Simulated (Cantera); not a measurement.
Input: 1 mol Si, 0.68 mol Cl₂, 5.4 mol H₂, held at 502 °C and 14300 Torr.

Method: chemical equilibrium by Gibbs-energy minimisation in Cantera with the NASA 1993 tables (ideal gas, pure condensed phases). The numbers say what is thermodynamically allowed, not how fast it happens.

| species | before | after |
|---|---|---|
| H₂ | 0.925 | 0.919 |
| SiHCl₃ | 0.0438 | 0.0385 |
| SiCl₄ | 0.0240 | 0.0240 |
| HCl | 0.000328 | 0.00995 |
| SiCl₂ | 1.10e-7 | 0.000228 |
| SiCl₃ | 4.30e-6 | 0.000667 |
| SiH₃Cl | 0.000198 | 0.000399 |
| SiH₂Cl₂ | 0.00618 | 0.00758 |
| Si(s), mol | 0.580 | 0.595 |
Gas species are given as mole fractions.

**Question.** Which change was made?
(A) pressure from 14300 Torr to 450 Torr
(B) temperature from 502 °C to 1325 °C
(C) pressure from 14300 Torr to 82.5 Torr
(D) temperature from 502 °C to 852 °C

**Answer.** D, temperature from 502 °C to 852 °C. The tables' values for SiCl₃ are old estimates; treat these amounts as uncertain
